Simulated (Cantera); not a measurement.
A closed system holds: 1 mol MgCl2, a varied amount of H2, at 1173 K and 1.00 bar.

These are equilibrium values from Cantera (NASA tables, ideal gas, pure condensed phases), not measurements of a reactor. Candidate condensed phases: Mg, MgCl2; 10 gas species. Kinetics and transport are ignored.

At 20 mol H2, list the 4 most abundant gas species with their mole fractions, and the condensed phases.

H2 0.994, MgCl2 0.00552, HCl 9.55e-5, Mg 4.68e-5. Condensed: MgCl2(l).
